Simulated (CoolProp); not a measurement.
Saturated liquid density (kg/m³) of CH3F (R41): the reference equation beside estimates from Tc = 44.1 °C, pc = 59.06 bar, ω = 0.200. Rackett uses Z = 0.29056 − 0.08775 ω.

Values from CoolProp's reference Helmholtz-energy equation of state, Lemmon 2006. It is a short technical equation, of lower accuracy than the large ones.

```tsv
T (°C)	reference	Rackett	van der Waals	Redlich-Kwong	Soave-Redlich-Kwong	Peng-Robinson
-33.95	779.0	666.1	413.3	592.0	612.4	694.5
-30.15	769.1	658.0	408.2	582.8	603.4	684.4
-26.35	758.9	649.6	402.9	573.3	594.1	674.0
-22.55	748.4	641.1	397.5	563.5	584.4	663.1
-18.75	737.6	632.3	391.8	553.4	574.3	651.7
-14.95	726.5	623.2	386.0	542.9	563.8	639.9
-11.15	715.0	613.9	380.0	532.1	552.9	627.5
-7.35	703.1	604.2	373.8	520.9	541.6	614.6
-3.55	690.8	594.2	367.3	509.2	529.7	601.0
0.25	677.9	583.7	360.6	497.1	517.3	586.7
```

Absolute difference from the reference over all 10 rows, mean and median: Rackett 14.2 and 14.2 %, van der Waals 46.9 and 46.9 %, Redlich-Kwong 25.2 and 25.1 %, Soave-Redlich-Kwong 22.4 and 22.3 %, Peng-Robinson 11.9 and 11.8 %.
